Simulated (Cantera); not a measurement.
A perfectly stirred reactor is fed with CH₄ : H₂ : O₂ : N₂ : CO₂ = 1 : 0.55 : 5.29 : 19.9 : 6.3 (molar parts), equivalence ratio 0.43, at 100000 Pa; it is adiabatic with a 800 K inlet, and is followed from long to short residence time, starting on the burning branch (τ in s: 0.27, 0.09, 0.03, 0.01, 0.0035, 0.0012, 0.0004, 0.00013, 4.5e-05).

Cantera simulation using GRI-Mech 3.0 (53 species, 325 reactions); the numbers are that mechanism's predictions, not measurements.

Task: What does this change do: pressure from 100000 Pa to 500000 Pa?

Result: 
| quantity | before | after |
|---|---|---|
| blow-out, bracketed by the residence times tried | burning at 1.20 ms, out at 0.400 ms | burning at 1.20 ms, out at 0.400 ms |
| x(CH₄) at τ = 0.270 s | 9.63e-6 | 7.43e-6 |
| x(H₂) at τ = 0.270 s | 2.53e-5 | 7.33e-6 |
| x(O₂) at τ = 0.270 s | 0.0921 | 0.0921 |
| x(O) at τ = 0.270 s | 3.95e-5 | 3.96e-6 |
| x(CH₃) at τ = 0.270 s | 1.29e-6 | 8.68e-7 |
| x(CH₄) at τ = 3.50 ms | 0.000169 | 0.000210 |
| x(H₂) at τ = 3.50 ms | 0.000469 | 0.000237 |
| x(O₂) at τ = 3.50 ms | 0.0940 | 0.0938 |
| x(O) at τ = 3.50 ms | 0.000551 | 4.60e-5 |
| x(CH₃) at τ = 3.50 ms | 1.47e-5 | 1.93e-5 |

Task: What does this change do: pressure from 100000 Pa to 360000 Pa?

Result: 
```csv
quantity,before,after
"blow-out, bracketed by the residence times tried","burning at 1.20 ms, out at 0.400 ms","burning at 1.20 ms, out at 0.400 ms"
x(CH₄) at τ = 0.270 s,9.63e-6,7.73e-6
x(H₂) at τ = 0.270 s,2.53e-5,8.89e-6
x(O₂) at τ = 0.270 s,0.0921,0.0921
x(O) at τ = 0.270 s,3.95e-5,6.43e-6
x(CH₃) at τ = 0.270 s,1.29e-6,9.62e-7
x(CH₄) at τ = 3.50 ms,0.000169,0.000177
x(H₂) at τ = 3.50 ms,0.000469,0.000231
x(O₂) at τ = 3.50 ms,0.0940,0.0936
x(O) at τ = 3.50 ms,0.000551,8.37e-5
x(CH₃) at τ = 3.50 ms,1.47e-5,1.74e-5
```

Task: What does this change do: inlet temperature 800 to 575 K?

Result: 
```csv
quantity,before,after
"blow-out, bracketed by the residence times tried","burning at 1.20 ms, out at 0.400 ms","burning at 10.0 ms, out at 3.50 ms"
x(CH₄) at τ = 0.270 s,9.63e-6,3.06e-5
x(H₂) at τ = 0.270 s,2.53e-5,3.58e-5
x(O₂) at τ = 0.270 s,0.0921,0.0922
x(O) at τ = 0.270 s,3.95e-5,1.87e-5
x(CH₃) at τ = 0.270 s,1.29e-6,2.43e-6
x(CH₄) at τ = 3.50 ms,0.000169,0.0303
x(H₂) at τ = 3.50 ms,0.000469,0.0166
x(O₂) at τ = 3.50 ms,0.0940,0.160
x(O) at τ = 3.50 ms,0.000551,<1e-12
x(CH₃) at τ = 3.50 ms,1.47e-5,<1e-12
```
